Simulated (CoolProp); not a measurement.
Values from CoolProp's reference Helmholtz-energy equation of state, Lemmon 2006. It is a short technical equation, of lower accuracy than the large ones.

For carbonyl sulfide, give the phase and the cp (kJ/(kg K)), speed of sound (m/s), expansivity (1/kK), fugacity coefficient at 119.75 °C and 0.895 MPa.


- 119.75 °C and 0.895 MPa: gas; cp 0.797, speed of sound 251, expansivity 2.92, fugacity coefficient 0.958
